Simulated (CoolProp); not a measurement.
Fluorine along the isobar 20000 kPa: Z from the reference equation and from simpler models built on Tc = -128.7 °C, pc = 5240 kPa, ω = 0.045; each cubic takes its own stable root.

The numbers come from the reference Helmholtz-energy equation of state, de Reuck 1990 in CoolProp.

```tsv
T (°C)	phase	reference
-167.95	liquid	0.6103
-161.35	liquid	0.5925
-154.65	liquid	0.5782
-148.05	liquid	0.5678
-141.45	liquid	0.5607
-134.75	liquid	0.5570
-128.15	supercritical	0.5571
-121.55	supercritical	0.5612
-114.95	supercritical	0.5699
-108.25	supercritical	0.5840
-101.65	supercritical	0.6035
-95.05	supercritical	0.6283
-88.35	supercritical	0.6579
-81.75	supercritical	0.6895
-75.15	supercritical	0.7214
```

Q: How far does each simpler model (Redlich-Kwong, Soave-Redlich-Kwong) lie from the reference over these 15 states: mean and median of the absolute difference, and the worst?

A: 
- Redlich-Kwong: mean 2.1 %, median 2.0 %, worst +3.9 % at -108.25 °C and 20000 kPa
- Soave-Redlich-Kwong: mean 3.0 %, median 3.3 %, worst +5.5 % at -95.05 °C and 20000 kPa
